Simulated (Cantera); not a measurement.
# Premixed flame

A freely propagating, adiabatic, planar premixed flame of 25.8 % H2, 15.5 % O2, 58.6 % N2, unburnt at 300 K and 10.0 bar; multicomponent transport, grid criteria slope 0.08 and curve 0.16, no radiation.

Computed with Cantera and the H2/O2 subset of GRI-Mech 3.0, which has no nitrogen chemistry. The hydrogen kinetics of GRI-Mech 3.0 are dated; newer H2 mechanisms differ, most at raised pressure. Burning velocities carry a grid error of a few per cent, more on coarse grids.

```json
[
 {"z (mm)": "-0.0946", "T (K)": "300", "u (m/s)": "0.791", "x H2": "0.257", "x O2": "0.156", "x HO2": "<1e-8", "x H2O": "1.77e-6", "x O": "<1e-8", "x H2O2": "<1e-8"},
 {"z (mm)": "-0.0631", "T (K)": "301", "u (m/s)": "0.790", "x H2": "0.254", "x O2": "0.156", "x HO2": "1.35e-7", "x H2O": "3.62e-5", "x O": "<1e-8", "x H2O2": "1.57e-7"},
 {"z (mm)": "-0.0473", "T (K)": "305", "u (m/s)": "0.793", "x H2": "0.246", "x O2": "0.158", "x HO2": "1.11e-6", "x H2O": "0.000265", "x O": "<1e-8", "x H2O2": "1.29e-6"},
 {"z (mm)": "-0.0315", "T (K)": "337", "u (m/s)": "0.850", "x H2": "0.220", "x O2": "0.162", "x HO2": "1.86e-5", "x H2O": "0.00337", "x O": "3.24e-8", "x H2O2": "1.94e-5"},
 {"z (mm)": "-0.0158", "T (K)": "631", "u (m/s)": "1.50", "x H2": "0.148", "x O2": "0.157", "x HO2": "0.000601", "x H2O": "0.0446", "x O": "5.25e-6", "x H2O2": "0.000247"},
 {"z (mm)": "-0.00788", "T (K)": "1049", "u (m/s)": "2.44", "x H2": "0.100", "x O2": "0.132", "x HO2": "0.00114", "x H2O": "0.105", "x O": "0.000159", "x H2O2": "0.000319"},
 {"z (mm)": "0", "T (K)": "1477", "u (m/s)": "3.41", "x H2": "0.0572", "x O2": "0.0953", "x HO2": "0.000608", "x H2O": "0.175", "x O": "0.00113", "x H2O2": "4.43e-5"},
 {"z (mm)": "0.00788", "T (K)": "1750", "u (m/s)": "4.04", "x H2": "0.0291", "x O2": "0.0656", "x HO2": "0.000278", "x H2O": "0.225", "x O": "0.00219", "x H2O2": "5.78e-6"},
 {"z (mm)": "0.0158", "T (K)": "1902", "u (m/s)": "4.39", "x H2": "0.0162", "x O2": "0.0502", "x HO2": "0.000143", "x H2O": "0.250", "x O": "0.00244", "x H2O2": "3.88e-6"},
 {"z (mm)": "0.0315", "T (K)": "2042", "u (m/s)": "4.70", "x H2": "0.00779", "x O2": "0.0404", "x HO2": "5.90e-5", "x H2O": "0.268", "x O": "0.00182", "x H2O2": "2.44e-6"},
 {"z (mm)": "0.0631", "T (K)": "2132", "u (m/s)": "4.89", "x H2": "0.00344", "x O2": "0.0368", "x HO2": "2.18e-5", "x H2O": "0.278", "x O": "0.000832", "x H2O2": "1.42e-6"},
 {"z (mm)": "0.126", "T (K)": "2172", "u (m/s)": "4.98", "x H2": "0.00132", "x O2": "0.0359", "x HO2": "8.50e-6", "x H2O": "0.283", "x O": "0.000330", "x H2O2": "8.26e-7"},
 {"z (mm)": "0.252", "T (K)": "2184", "u (m/s)": "5.00", "x H2": "0.000618", "x O2": "0.0358", "x HO2": "5.01e-6", "x H2O": "0.285", "x O": "0.000175", "x H2O2": "5.98e-7"}
]
```
x: mole fraction of selected species; z is measured from the peak of heat release.

```yaml
laminar_burning_velocity: 79.2 cm/s
thermal_thickness: 0.0315 mm
peak x(HO2): 0.00118
peak x(O): 0.00244
peak x(H2O2): 0.000340
grid_points: 118
```
